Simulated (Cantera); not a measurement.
Input (Python, Cantera):

```python
import numpy as np
import cantera as ct

gas = ct.Solution("gri30.yaml")
gas.TPX = 325, 440000, {'H2': 1, 'O2': 0.877, 'N2': 4.4}
inlet = ct.Reservoir(gas, clone=True)
gas.equilibrate("HP")  # start burning
reactor = ct.IdealGasConstPressureReactor(gas, energy="on", clone=False)
exhaust = ct.Reservoir(gas, clone=True)
tau = [0.22, 0.082, 0.031, 0.012, 0.0043, 0.0016, 0.00061, 0.00023, 8.6e-05, 3.2e-05, 1.2e-05, 4.5e-06][0]
for a, b in ((inlet, reactor), (reactor, exhaust)):
    ct.MassFlowController(a, b, mdot=lambda t: reactor.mass / tau)
net = ct.ReactorNet([reactor])
show = ['H2', 'O2', 'HO2', 'NO', 'NO2', 'O', 'OH']

rows = []
print(f"{'tau/s':>10s}{'T/K':>9s}" + "".join(f"{s:>11s}" for s in show))
for tau in [0.22, 0.082, 0.031, 0.012, 0.0043, 0.0016, 0.00061, 0.00023, 8.6e-05, 3.2e-05, 1.2e-05, 4.5e-06]:
    net.initial_time = 0.0
    net.advance(30 * tau)
    before = gas.X
    net.advance(40 * tau)
    drift = np.max(np.abs(gas.X - before) / (gas.X + 1e-9))
    rows.append([gas.T, *gas[show].X, drift])
    print(f"{tau:10.3e}{gas.T:9.1f}" + "".join(f"{x:11.3e}" for x in gas[show].X))
```

Output:

```
     tau/s      T/K         H2         O2        HO2         NO        NO2          O         OH
 2.200e-01   1564.9  3.756e-05  6.521e-02  1.491e-06  1.896e-06  2.343e-08  7.493e-06  2.241e-04
 8.200e-02   1564.3  7.355e-05  6.520e-02  2.834e-06  2.168e-06  3.287e-08  1.379e-05  2.986e-04
 3.100e-02   1563.3  1.424e-04  6.520e-02  5.374e-06  2.446e-06  4.140e-08  2.585e-05  3.999e-04
 1.200e-02   1561.6  2.705e-04  6.521e-02  9.934e-06  2.522e-06  4.264e-08  4.861e-05  5.337e-04
 4.300e-03   1558.4  5.399e-04  6.525e-02  1.882e-05  2.316e-06  3.467e-08  9.749e-05  7.301e-04
 1.600e-03   1552.8  1.046e-03  6.537e-02  3.341e-05  2.054e-06  2.468e-08  1.910e-04  9.846e-04
 6.100e-04   1542.8  1.983e-03  6.564e-02  5.530e-05  2.002e-06  1.800e-08  3.637e-04  1.309e-03
 2.300e-04   1524.1  3.788e-03  6.624e-02  8.599e-05  2.293e-06  1.459e-08  6.723e-04  1.711e-03
 8.600e-05   1487.9  7.480e-03  6.769e-02  1.262e-04  2.798e-06  1.238e-08  1.148e-03  2.122e-03
 3.200e-05   1404.9  1.750e-02  7.234e-02  1.871e-04  2.483e-06  8.188e-09  1.531e-03  2.153e-03
 1.200e-05    325.0  1.593e-01  1.397e-01  1.264e-17  1.675e-20  3.902e-20  6.725e-23  1.484e-25
 4.500e-06    325.0  1.593e-01  1.397e-01 -7.747e-22 -1.027e-24 -2.392e-24 -4.054e-27 -8.840e-30
```

Cantera simulation using GRI-Mech 3.0 (53 species, 325 reactions); the numbers are that mechanism's predictions, not measurements. The hydrogen kinetics of GRI-Mech 3.0 are dated; newer H2 mechanisms differ, most at raised pressure.
